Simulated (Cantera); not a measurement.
What does this Cantera script print?

```python
import numpy as np
import cantera as ct

gas_names = """
    O3 O O2
""".split()
cond_names = """

""".split()


# ... load() reads the species with a 1 bar reference pressure and builds the phases ...
species = {s.name: s for s in load("nasa_gas.yaml", gas_names) + load("nasa_condensed.yaml", cond_names)}
# Each term lists the table entries of one substance; the one whose range holds T is used.
reactions = {
    'O3(g) = 3 O(g)':
        [(-1, ['O3']), (3, ['O'])],
    'O2(g) = 2 O(g)':
        [(-1, ['O2']), (2, ['O'])],
}


def pick(names, T):
    return next(species[n] for n in names if species[n].thermo.min_temp <= T <= species[n].thermo.max_temp)


results = []
for label, terms in reactions.items():
    print(label)
    print("     T/K   dH/kJ  dS/(J/K)   dG/kJ   log10 K")
    for T in [1425, 1525, 1625, 1725, 1825, 1925, 2025, 2125, 2225]:
        used = [(nu, pick(names, T)) for nu, names in terms]
        dH = sum(nu * s.thermo.h(T) for nu, s in used) / 1e6
        dS = sum(nu * s.thermo.s(T) for nu, s in used) / 1e3
        dG = dH - T * dS / 1e3
        logK = -dG * 1e6 / (ct.gas_constant * T * np.log(10))
        results.append((label, T, dH, dS, dG, logK, [s.name for _, s in used]))
        print(f"{T:8g} {dH:8.1f} {dS:8.1f} {dG:8.1f} {logK:8.2f}")
```

Result:

```
O3(g) = 3 O(g)
     T/K   dH/kJ  dS/(J/K)   dG/kJ   log10 K
    1425    617.9    265.1    240.2    -8.80
    1525    618.3    265.3    213.6    -7.32
    1625    618.6    265.5    187.1    -6.01
    1725    618.6    265.6    160.5    -4.86
    1825    618.5    265.5    134.0    -3.84
    1925    618.2    265.3    107.5    -2.92
    2025    617.6    265.0     80.9    -2.09
    2125    616.8    264.6     54.5    -1.34
    2225    615.8    264.2     28.0    -0.66
O2(g) = 2 O(g)
     T/K   dH/kJ  dS/(J/K)   dG/kJ   log10 K
    1425    508.0    132.2    319.6   -11.72
    1525    508.5    132.5    306.4   -10.49
    1625    509.0    132.9    293.1    -9.42
    1725    509.5    133.1    279.8    -8.47
    1825    509.9    133.4    266.5    -7.63
    1925    510.3    133.6    253.1    -6.87
    2025    510.7    133.8    239.8    -6.18
    2125    511.1    134.0    226.4    -5.56
    2225    511.4    134.1    213.0    -5.00
```

Cantera with NASA thermochemical tables; ideal gases at 1 bar, condensed phases pure. Condensed species are held in their standard states even where they would react or evaporate.
